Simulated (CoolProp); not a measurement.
Vapour-liquid equilibrium of R143a (1) + isobutene (2) at 208.3 K; x and y are mole fractions of (1).

The numbers come from the multi-fluid Helmholtz-energy mixture model, Lemmon and Jacobsen 2000 and Lemmon 2005; pair parameters Bell 2016 in CoolProp.

| x | bubble pressure (MPa) | y at the bubble point | dew pressure at overall composition x (MPa) | liquid density (mol/L) |
|---|---|---|---|---|
| 0.05 | 0.01217 | 0.607 | 0.005238 | 12.36 |
| 0.15 | 0.02125 | 0.790 | 0.005837 | 12.52 |
| 0.25 | 0.02620 | 0.840 | 0.006590 | 12.69 |
| 0.35 | 0.02907 | 0.863 | 0.007565 | 12.87 |
| 0.45 | 0.03098 | 0.878 | 0.008876 | 13.06 |
| 0.55 | 0.03250 | 0.890 | 0.01073 | 13.27 |
| 0.65 | 0.03398 | 0.904 | 0.01355 | 13.49 |
| 0.75 | 0.03560 | 0.921 | 0.01830 | 13.74 |
| 0.85 | 0.03741 | 0.945 | 0.02742 | 14.00 |
| 0.95 | 0.03944 | 0.978 | 0.03778 | 14.28 |

No azeotrope shows between x = 0.05 and 0.95.

Pair parameters are fitted to limited data, so mixtures are less certain than the pure fluids. With so large a gap from Raoult's law the liquid may split in two, which this calculation doesn't test in full.
